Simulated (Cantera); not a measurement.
Diamond growth

A diamond (100) surface in a fixed gas of H2 with x(CH4) = 0.012, x(H) = 0.00034, x(CH3) = 0.00013, 0.0345 atm; coverages are run to steady state.

Computed with Cantera and the Harris–Goodwin 1993 mechanism for the reconstructed diamond (100) surface.

| T (K) | growth (µm/h) | θ c6HH | θ c6H* | θ c6*H | θ c6** | θ c6HM |
|---|---|---|---|---|---|---|
| 925 | 1.06 | 0.514 | 0.00920 | 0.237 | 0.00341 | 0.186 |
| 975 | 1.15 | 0.525 | 0.0132 | 0.290 | 0.00523 | 0.124 |
| 1025 | 0.904 | 0.539 | 0.0182 | 0.348 | 0.00752 | 0.0616 |
| 1075 | 0.538 | 0.538 | 0.0234 | 0.394 | 0.00984 | 0.0226 |
| 1125 | 0.314 | 0.525 | 0.0282 | 0.422 | 0.0118 | 0.00717 |
| 1175 | 0.225 | 0.511 | 0.0325 | 0.437 | 0.0132 | 0.00222 |
| 1225 | 0.194 | 0.502 | 0.0364 | 0.444 | 0.0141 | 0.000705 |
| 1275 | 0.165 | 0.500 | 0.0398 | 0.444 | 0.0146 | 0.000230 |
| 1325 | 0.112 | 0.504 | 0.0427 | 0.438 | 0.0147 | 7.74e-5 |
| 1375 | 0.0568 | 0.512 | 0.0450 | 0.428 | 0.0144 | 2.78e-5 |
θ: site fractions in the mechanism's names (c6HH fully hydrogenated, c6H* and c6*H radical sites, c6** diradical, c6HM methylated).
